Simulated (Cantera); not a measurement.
Input: 1 mol Si2Cl6, 8.9 mol N2, 2.8 mol NH3, equilibrated at 850 °C and 39000 Pa.

Method: chemical equilibrium by Gibbs-energy minimisation in Cantera with the NASA 1993 tables (ideal gas, pure condensed phases). Candidate condensed phases: NH4Cl, Si, Si3N4; 28 gas species. The feed counts by its element totals alone. The tables' values for SiCl3 are old estimates; treat these amounts as uncertain. Equilibrium is a limit: real reactors are often held back by kinetics, nucleation or transport.

Base state: N2 0.583, HCl 0.240, H2 0.142, SiCl4 0.0335, SiHCl3 0.000340, SiCl3 0.000102 (mole fractions); condensed: Si3N4(s).

Task: What changes in the equilibrium state with this change: Si2Cl6 replaced by SiF4?

Result: 
```tsv
species	before	after
N2	0.583	0.664
H2	0.142	0.270
SiF4	0	0.0641
HCl	0.240	0
SiCl4	0.0335	0
HF	0	0.000857
SiHCl3	0.000340	0
SiHF3	0	0.000262
SiCl3	0.000102	0
Si3N4(s), mol	0.486	0.000737
```
The tables' values for SiF3 are old estimates; treat these amounts as uncertain.
